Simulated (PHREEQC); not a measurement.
NaOH is added in steps, without added water, to 1 kg of water holding 12 mmol/kgw CO2 and 23 mmol/kgw HCl, at 25 °C. Oxygen alone is held at its pressure in air (log pO2 = -0.68). No CO2 enters from the air. The run lets Halite, Nahcolite, Natron precipitate or redissolve, and no other solid.

Base run: PHREEQC, ion-association model, wateq4f.dat. Each further column changes one thing. The table gives HCO3- (mol/kgw).

```tsv
NaOH added (mol)	base	database phreeqc.dat	database pitzer.dat	metal-ligand complexes left out	Debye-Hückel limiting law
0	3.03e-7	3.03e-7	3.20e-7	3.03e-7	3.31e-7
0.006625	4.26e-7	4.26e-7	4.34e-7	4.26e-7	4.65e-7
0.01104	5.83e-7	5.83e-7	5.81e-7	5.83e-7	6.37e-7
0.01767	1.31e-6	1.31e-6	1.26e-6	1.31e-6	1.43e-6
0.02429	0.00128	0.00128	0.00130	0.00130	0.00128
0.02871	0.00564	0.00564	0.00570	0.00571	0.00564
0.03533	0.0114	0.0114	0.0115	0.0116	0.0114
0.04196	0.00511	0.00511	0.00520	0.00523	0.00510
0.04637	0.00141	0.00142	0.00151	0.00159	0.00136
0.053	0.000197	0.000199	0.000234	0.000271	0.000177
```

 pitzer.dat has no redox and few complexes: it carries them in its interaction parameters. phreeqc.dat and wateq4f.dat share most of their constants, so their agreement is no independent check. Solids allowed in the column 'database phreeqc.dat': Halite. Solids allowed in the column 'database pitzer.dat': Halite, Nahcolite, Natron, Trona.
